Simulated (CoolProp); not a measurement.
Vapour-liquid equilibrium of n-hexane (1) + benzene (2) at 355.2 K; x and y are mole fractions of (1).

Computed with CoolProp (multi-fluid Helmholtz-energy mixture model, Thol 2019 and Thol 2012; pair parameters Bell 2016).

```
x      bubble pressure (MPa)  y at the bubble point  dew pressure at overall composition x (MPa)  liquid density (mol/L)
-----  ---------------------  ---------------------  -------------------------------------------  ----------------------
0.05                     ___                  0.101                                       0.1109                   10.14
0.125                 0.1222                  0.218                                          ___                   9.802
0.2                      ___                  0.310                                       0.1210                     ___
0.275                 0.1338                  0.386                                       0.1262                   9.175
0.35                  0.1380                  0.453                                       0.1314                   8.887
0.425                 0.1415                  0.514                                       0.1363                   8.616
0.5                   0.1444                  0.572                                       0.1407                   8.360
0.575                 0.1467                  0.630                                       0.1445                   8.117
0.65                  0.1486                  0.688                                       0.1474                   7.887
0.725                 0.1500                  0.748                                       0.1495                     ___
0.8                   0.1510                  0.811                                       0.1508                   7.463
0.875                 0.1515                  0.878                                       0.1515                   7.267
0.95                  0.1515                  0.949                                       0.1515                   7.081
```

Question: Fill in the missing entries.

Answer: 
- 0.05, bubble pressure (MPa): 0.1142
- 0.125, dew pressure at overall composition x (MPa): 0.1158
- 0.2, bubble pressure (MPa): 0.1286
- 0.2, liquid density (mol/L): 9.479
- 0.725, liquid density (mol/L): 7.670

y crosses x between x = 0.875 and 0.95: the model has an azeotrope there.

Pair parameters are fitted to limited data, so mixtures are less certain than the pure fluids.
